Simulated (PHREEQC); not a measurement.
PHREEQC input (Pitzer model, pitzer.dat):

```
SOLUTION 1
  temp 20
  units mol/kgw
  pH 7 charge
  Cl 0.0345
  K 0.028
  Br 0.0469
  Na 0.0134
  Mg 0.02
  S(6) 0.0077
  Ca 0.0077
END
USE solution 1
INCREMENTAL_REACTIONS false
REACTION 1
  H2O -1
  0 9.886 18.011 24.689 30.178 34.689 38.397 41.444
  43.949 46.007 47.699 49.089 50.232 51.172 51.944 52.578
  53.1 53.528 53.88 54.17 54.408 54.603 54.764 moles
EQUILIBRIUM_PHASES 1
  Arcanite 0 0
  Bischofite 0 0
  Bloedite 0 0
  Brucite 0 0
  Carnallite 0 0
  Epsomite 0 0
  Glaserite 0 0
  Glauberite 0 0
  Gypsum 0 0
  Anhydrite 0 0
  Halite 0 0
  Hexahydrite 0 0
  Kainite 0 0
  Kieserite 0 0
  Leonite 0 0
  Mirabilite 0 0
  Misenite 0 0
  Polyhalite 0 0
  Portlandite 0 0
  Schoenite 0 0
  Sylvite 0 0
  Syngenite 0 0
  Thenardite 0 0
  MgCl2_4H2O 0 0
SELECTED_OUTPUT 1
  -reset false
  -pH true
  -pe true
  -ionic_strength true
  -water true
  -activities H2O
  -totals Br Ca Cl K Mg Na S
  -molalities H+ Na+ K+ Mg+2 Ca+2 Cl- SO4-2 Br- OH- HSO4-
    MgOH+
  -equilibrium_phases Arcanite Bischofite Bloedite Brucite Carnallite Epsomite Glaserite Glauberite Gypsum Anhydrite
    Halite Hexahydrite Kainite Kieserite Leonite Mirabilite Misenite Polyhalite Portlandite Schoenite
    Sylvite Syngenite Thenardite MgCl2_4H2O
PRINT
  -reset false
END
```

Selected output (columns that matter, 16 of 23 rows; water left (kg) added in front):

```
water left (kg)	pH	mu	Br	Ca	Cl	K	Mg	Na	S	m_H+	m_Na+	m_K+	la_H2O	Gypsum
1	6.9423	0.1322	0.0469	0.0077	0.0345	0.028	0.02	0.0134	0.0077	1.4452e-07	0.0134	0.028	-0.0010879	0
0.821894	6.9268	0.16085	0.057063	0.0093686	0.041976	0.034068	0.024334	0.016304	0.0093686	1.5114e-07	0.016304	0.034068	-0.0013179	0
0.555203	6.8914	0.23811	0.084474	0.013869	0.062139	0.050432	0.036023	0.024135	0.013869	1.6629e-07	0.024135	0.050432	-0.0019372	0
0.456313	6.8711	0.28971	0.10278	0.016874	0.075606	0.061361	0.04383	0.029366	0.016874	1.7494e-07	0.029366	0.061361	-0.0023513	0
0.30824	6.8239	0.42889	0.15215	0.024981	0.11193	0.090838	0.064885	0.043473	0.024981	1.9482e-07	0.043473	0.090838	-0.0034746	0
0.253345	6.7963	0.52182	0.18512	0.030393	0.13618	0.11052	0.078944	0.052892	0.030393	2.0625e-07	0.052892	0.11052	-0.0042317	0
0.171103	6.7233	0.7498	0.2741	0.039294	0.20163	0.16364	0.11689	0.078316	0.039294	2.3541e-07	0.078316	0.16364	-0.0062607	0.00097669
0.140592	6.677	0.89043	0.33359	0.042299	0.24539	0.19916	0.14226	0.095311	0.042299	2.5375e-07	0.095311	0.19916	-0.0076226	0.0017531
0.0949101	6.5651	1.264	0.49415	0.048894	0.3635	0.29502	0.21073	0.14119	0.048894	2.9815e-07	0.14119	0.29502	-0.011421	0.0030595
0.0779548	6.4963	1.5102	0.60163	0.052349	0.44256	0.35918	0.25656	0.17189	0.052349	3.2557e-07	0.17189	0.35918	-0.014074	0.0036192
0.0525888	6.3221	2.1635	0.89183	0.058833	0.65603	0.53243	0.38031	0.25481	0.058833	3.9654e-07	0.25481	0.53243	-0.02173	0.004606
0.0431684	6.2101	2.5944	1.0864	0.061374	0.7992	0.64862	0.4633	0.31041	0.061374	4.4423e-07	0.31041	0.64862	-0.0273	0.0050506
0.0290868	5.916	3.7392	1.6124	0.063279	1.1861	0.96264	0.6876	0.46069	0.063279	5.824e-07	0.46069	0.96264	-0.044234	0.0058594
0.023849	5.7216	4.4992	1.9665	0.061859	1.4466	1.1741	0.83861	0.56187	0.061859	6.8726e-07	0.56187	1.1741	-0.057256	0.0062247
0.0160255	5.2039	6.5396	2.9266	0.053046	2.1528	1.7472	1.248	0.83617	0.053046	1.0383e-06	0.83617	1.7472	-0.099404	0.0068499
0.013116	4.8602	7.9145	3.5758	0.045865	2.6304	2.1348	1.5249	1.0217	0.045865	1.3449e-06	1.0217	2.1348	-0.1337	0.0070984
```

Complexes and solids missing from the database can't appear.
